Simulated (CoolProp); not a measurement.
Vapour-liquid equilibrium of n-butane (1) + cis-2-butene (2) at 0.471 MPa; x and y are mole fractions of (1).

Model: multi-fluid Helmholtz-energy mixture model, Bücker 2006 and Lemmon 2005; pair parameters Bell 2016, in CoolProp.

```
x      bubble temperature (K)  y at the bubble point  dew temperature at overall composition x (K)  liquid density (mol/L)
-----  ----------------------  ---------------------  --------------------------------------------  ----------------------
0.05                    324.8                  0.058                                         324.8                   10.32
0.125                   324.3                  0.141                                         324.4                   10.24
0.2                     323.8                  0.221                                         324.0                   10.16
0.275                   323.4                  0.299                                         323.6                   10.08
0.35                    323.1                  0.374                                         323.2                   10.00
0.425                   322.8                  0.448                                         322.9                   9.925
0.5                     322.5                  0.521                                         322.6                   9.850
0.575                   322.2                  0.593                                         322.3                   9.776
0.65                    322.0                  0.665                                         322.1                   9.703
0.725                   321.8                  0.737                                         321.8                   9.631
0.8                     321.6                  0.809                                         321.7                   9.559
0.875                   321.5                  0.880                                         321.5                   9.489
0.95                    321.3                  0.952                                         321.3                   9.420
```

No azeotrope shows between x = 0.05 and 0.95.

The pair parameters rest on a limited set of measurements; away from them the model extrapolates.
